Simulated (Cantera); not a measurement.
An isothermal, constant-pressure homogeneous reactor starts with 33.3 % C2H6, 66.7 % N2, at 1523 K and 760 Torr.

Model: GRI-Mech 3.0 (53 species, 325 reactions), integrated in Cantera. GRI-Mech 3.0 stops at C3 and has no aromatics, soot or wall deposition, so with more carbon than oxygen in the feed, carbon stays in small species such as C2H2 where larger ones or solid carbon would form.

x: mole fraction; the columns are a selection and need not sum to one.

```json
[
 {"t (s)": "9.00e-5", "x C2H6": "0.145", "x C2H2": "0.00792", "x H": "8.50e-5", "x CH4": "0.0431", "x HCN": "1.31e-8"},
 {"t (s)": "0.000274", "x C2H6": "___", "x C2H2": "___", "x H": "8.92e-5", "x CH4": "0.0794", "x HCN": "1.59e-8"},
 {"t (s)": "0.000832", "x C2H6": "0.00177", "x C2H2": "0.0770", "x H": "3.51e-5", "x CH4": "0.0853", "x HCN": "1.60e-8"},
 {"t (s)": "0.00253", "x C2H6": "0.000197", "x C2H2": "0.107", "x H": "1.43e-5", "x CH4": "0.0836", "x HCN": "1.56e-8"},
 {"t (s)": "0.00769", "x C2H6": "9.22e-5", "x C2H2": "0.138", "x H": "1.21e-5", "x CH4": "0.0810", "x HCN": "1.51e-8"},
 {"t (s)": "0.0234", "x C2H6": "5.05e-5", "x C2H2": "0.163", "x H": "1.13e-5", "x CH4": "0.0785", "x HCN": "1.47e-8"},
 {"t (s)": "0.0711", "x C2H6": "4.22e-5", "x C2H2": "0.168", "x H": "1.13e-5", "x CH4": "0.0762", "x HCN": "1.47e-8"},
 {"t (s)": "0.216", "x C2H6": "3.96e-5", "x C2H2": "0.169", "x H": "1.17e-5", "x CH4": "0.0712", "x HCN": "1.51e-8"},
 {"t (s)": "0.658", "x C2H6": "___", "x C2H2": "0.171", "x H": "1.25e-5", "x CH4": "___", "x HCN": "1.62e-8"},
 {"t (s)": "2.00", "x C2H6": "3.25e-5", "x C2H2": "0.173", "x H": "1.33e-5", "x CH4": "0.0545", "x HCN": "2.00e-8"}
]
```

Question: Some entries are withheld; supply them.

Answer: 
- 0.000274, x C2H6: 0.0273
- 0.000274, x C2H2: 0.0365
- 0.658, x C2H6: 3.53e-5
- 0.658, x CH4: 0.0619
